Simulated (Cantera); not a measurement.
What does this Cantera script print?

```python
import numpy as np
import cantera as ct

gas_names = """
    C CN CO CO2 C2 CCN CNC C2N2 C2O C3 C3O2 C4 C4N2 C5 N NCO NO NO2 NO3 N2 N2O O O2 O3 Si SiC SiC2 SiN
    SiO SiO2 Si2 Si2C Si2N Si3
""".split()
cond_names = """
    C(gr) Si(cr) Si(L) SiC(b) SiO2(Lqz) SiO2(hqz) SiO2(L) Si2N2O(s) Si3N4(a)
""".split()


def load(file, names, dense=False):
    # The tables refer to 1 bar. Condensed volumes are neglected.
    table = {s.name: s for s in ct.Species.list_from_file(file)}
    out = []
    for n in names:
        d = dict(table[n].input_data)
        d["thermo"] = dict(d["thermo"], **{"reference-pressure": 1e5})
        if dense:
            d["equation-of-state"] = {"model": "constant-volume", "density": "1e6 g/cm^3"}
        out.append(ct.Species.from_dict(d))
    return out


gas = ct.Solution(thermo="ideal-gas", species=load("nasa_gas.yaml", gas_names))
cond = {s.name: ct.Solution(thermo="fixed-stoichiometry", species=[s], name=s.name)
        for s in load("nasa_condensed.yaml", cond_names, dense=True)}
atoms = {
    'SiC': {'Si': 1, 'C': 1},
    'N2O': {'N': 2, 'O': 1},
    'N2': {'N': 2},
}
top_T = {'C(gr)': 4500, 'SiC(b)': 3050, 'Si2N2O(s)': 2100, 'Si3N4(a)': 2400}  # K; cautious upper limits of use, not melting points


def equilibrate(T, P, feed):
    n = {}
    for name, mol in feed.items():
        for a, k in atoms[name].items():
            n[a] = n.get(a, 0.0) + k * mol
    gas.TPX = T, P, n
    mass = sum(n.values()) * gas.mean_molecular_weight
    gas.equilibrate("TP")
    valid = [c for c in cond.values() if c.min_temp <= T <= top_T.get(c.name, c.max_temp)]
    mix = ct.Mixture([(gas, mass / gas.mean_molecular_weight)] + [(c, 0.0) for c in valid])
    mix.T, mix.P = T, P
    mix.equilibrate("TP", solver="vcs", rtol=1e-11, max_steps=5000)
    return mix


results = []
feed = {'SiC': 1, 'N2O': 0.015, 'N2': 10}  # mol
P = 133.322  # Pa
for T in [923, 1023, 1123, 1223, 1323, 1423, 1523, 1623, 1723, 1823, 1923, 2023, 2123, 2223]:
    mix = equilibrate(T, P, feed)
    results.append((T, P, feed, dict(zip(mix.species_names, mix.species_moles))))

top = {s: max(r[3][s] / sum(r[3][g] for g in gas_names) for r in results) for s in gas_names}
cols = sorted((s for s in top if top[s] > 0.001), key=lambda s: -top[s])[:8]
seen = [c for c in cond_names if any(r[3].get(c, 0) > 1e-12 for r in results)]
print("log10 of partial pressures in bar; condensed amounts in mol")
print(f"{'T/K':>10s}" + "".join(f"{s[:9]:>10s}" for s in cols + seen))
for T, P, feed, n in results:
    ng = sum(n[g] for g in gas_names)
    print(f"{T:10.4g}" + "".join(f"{np.log10(max(n[s] / ng * P / 1e5, 1e-99)):10.3f}" for s in cols)
          + "".join(f"{n.get(c, 0):10.4g}" for c in seen))
```

It prints:

```
log10 of partial pressures in bar; condensed amounts in mol
       T/K        N2        Si      SiC2      Si2C        CO     C(gr)    SiC(b) Si2N2O(s)  Si3N4(a)
       923    -2.875   -24.062   -30.364   -32.803   -12.191         1         0     0.015    0.3233
      1023    -2.875   -20.208   -25.601   -27.128   -10.354         1         0     0.015    0.3233
      1123    -2.875   -17.045   -21.694   -22.474    -8.850         1         0   0.01499    0.3233
      1223    -2.875   -14.403   -18.433   -18.593    -7.596    0.9998         0   0.01482    0.3235
      1323    -2.876   -12.506   -16.061   -16.014    -5.876         0      0.99  0.004994         0
      1423    -2.876   -10.442   -14.800   -13.538    -5.880         0    0.9901  0.004817         0
      1523    -2.876    -8.630   -13.729   -11.370    -5.952         0    0.9916  0.001777         0
      1623    -2.876    -7.507   -12.330    -9.937    -5.994         0    0.9924         0         0
      1723    -2.876    -6.658   -10.954    -8.818    -5.954         0    0.9916         0         0
      1823    -2.876    -6.039    -9.595    -7.961    -5.832         0    0.9888         0         0
      1923    -2.876    -5.757    -8.109    -7.466    -5.722         0    0.9853         0         0
      2023    -2.877    -5.469    -6.806    -6.990    -5.706   0.01053    0.9712         0         0
      2123    -2.881    -4.845    -5.994    -6.195    -5.711   0.09178    0.8723         0         0
      2223    -2.897    -4.277    -5.256    -5.474    -5.727    0.3876    0.4811         0         0
```

Method: chemical equilibrium by Gibbs-energy minimisation in Cantera with the NASA 1993 tables (ideal gas, pure condensed phases). Mutual solubility and eutectic melting of coexisting phases are not modelled. The tables' values for SiN are old estimates; treat these amounts as uncertain.
